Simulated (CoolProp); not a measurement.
Vapour-liquid equilibrium of cyclohexane (1) + toluene (2) at 1650 kPa; x and y are mole fractions of (1).

The numbers come from the multi-fluid Helmholtz-energy mixture model, Zhou 2014 and Lemmon 2006; pair parameters Bell 2016 in CoolProp.

Question: Give the bubble temperature and the first vapour's composition at x = 0.2, 0.65, 0.95. Is there an azeotrope?

Answer: x = 0.2: 511.8 K, y = 0.276; x = 0.65: 495.0 K, y = 0.721; x = 0.95: 487.4 K, y = 0.960. No azeotrope shows between x = 0.05 and 0.95.

Pair parameters are fitted to limited data, so mixtures are less certain than the pure fluids.
